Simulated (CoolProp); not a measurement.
Aqueous lithium chloride as a coolant, at -2 °C, 1 atm.

Model: Melinder's fits for secondary coolants, in CoolProp.

```
mass %  freezing point (°C)  Prandtl number  viscosity (mPa s)  cp (kJ/(kg K))  conductivity (W/(m K))
------  -------------------  --------------  -----------------  --------------  ----------------------
5.3                    -5.4            15.7               2.20               …                   0.548
7.5                    -8.4            16.4               2.36           3.770                   0.544
9.7                   -11.7            17.2               2.54           3.646                   0.540
11.9                  -15.8            18.1                  …           3.524                   0.536
14.1                      …            19.1               2.99           3.406                   0.532
16.3                  -28.3            20.3               3.26           3.293                   0.528
18.5                      …            21.7               3.57           3.189                   0.525
20.7                  -47.2            23.4               3.93           3.099                       …
```

Problem. Some entries are withheld; supply them.

Solution. 
- 5.3, cp (kJ/(kg K)): 3.898
- 11.9, viscosity (mPa s): 2.75
- 14.1, freezing point (°C): -21.2
- 18.5, freezing point (°C): -37.1
- 20.7, conductivity (W/(m K)): 0.521
